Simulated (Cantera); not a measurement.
Input (Python, Cantera) and output of one run.

```python
import numpy as np
import cantera as ct

gas_names = """
    H H2 Si SiH SiH2 SiH3 SiH4 Si2 Si3
""".split()
cond_names = """
    Si(cr) Si(L)
""".split()


# ... load() reads the species with a 1 bar reference pressure and builds the phases ...
atoms = {
    'Si': {'Si': 1},
    'H2': {'H': 2},
}
top_T = {}  # K; cautious upper limits of use, not melting points


# ... equilibrate(T, P, feed) seeds the gas with the atoms and calls Mixture.equilibrate('TP', solver="vcs", rtol=1e-11, max_steps=5000) ...
results = []
feed = {'Si': 1, 'H2': 4.4}  # mol
T = 825  # K
P = 1100000  # Pa
mix = equilibrate(T, P, feed)
results.append((T, P, feed, dict(zip(mix.species_names, mix.species_moles))))
x = sorted(zip(gas.X, gas.species_names), reverse=True)
print(f"T = {T:g} K  P = {P:g} Pa  gas = {mix.phase_moles(0):.4g} mol")
print("   x: " + "  ".join(f"{s} {v:.3e}" for v, s in x if v > 0.001))
print("   condensed (mol): " + ("  ".join(f"{mix.phase(i).name} {mix.phase_moles(i):.4g}"
      for i in range(1, mix.n_phases) if mix.phase_moles(i) > 1e-12) or "none"))
```

Result:

```
T = 825 K  P = 1.1e+06 Pa  gas = 4.4 mol
   x: H2 1.000e+00
   condensed (mol): Si(cr) 1
```

Cantera equilibrium calculation (NASA polynomials, part measured and part estimated; ideal gas, pure solids and liquids).
